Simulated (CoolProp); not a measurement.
C2F6 (R116) along the isobar 8.77 MPa: Z from the reference equation and from simpler models built on Tc = 19.9 °C, pc = 3.048 MPa, ω = 0.257; each cubic takes its own stable root.

Values from CoolProp's reference Helmholtz-energy equation of state, Lemmon 2006. It is a short technical equation, of lower accuracy than the large ones.

```tsv
T (°C)	phase	reference
-15.55	liquid	0.4130
4.15	liquid	0.4158
23.75	supercritical	0.4296
43.35	supercritical	0.4605
62.95	supercritical	0.5167
82.55	supercritical	0.5969
102.25	supercritical	0.6806
121.85	supercritical	0.7512
```

Problem. How far does each simpler model (van der Waals, Redlich-Kwong, Peng-Robinson) lie from the reference over these 8 states: mean and median of the absolute difference, and the worst?

Solution. 
- van der Waals: mean 21.5 %, median 18.5 %, worst +43.1 % at -15.55 °C and 8.77 MPa
- Redlich-Kwong: mean 5.6 %, median 6.3 %, worst +7.5 % at 4.15 °C and 8.77 MPa
- Peng-Robinson: mean 2.5 %, median 2.0 %, worst -6.8 % at -15.55 °C and 8.77 MPa
